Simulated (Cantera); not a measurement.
Charge: 1 mol H2O, 7.9 mol H2, 0.067 mol O2, held at 2250 °C and 1.00 bar.

Method: chemical equilibrium by Gibbs-energy minimisation in Cantera with the NASA 1993 tables (ideal gas, pure condensed phases). Candidate condensed phases: H2O; 9 gas species. Kinetics and transport are ignored.

Base state: H2 0.849, H2O 0.125, H 0.0256, OH 0.000802, O 1.58e-5 (mole fractions); condensed: gas only.

### Question
What changes in the equilibrium state with this change: temperature from 2250 °C to 650 °C?

### Answer
```json
[
 {"species": "H2", "before": "0.849", "after": "0.873"},
 {"species": "H2O", "before": "0.125", "after": "0.127"},
 {"species": "H", "before": "0.0256", "after": "<1e-9"},
 {"species": "OH", "before": "0.000802", "after": "<1e-9"},
 {"species": "O", "before": "1.58e-5", "after": "<1e-9"}
]
```
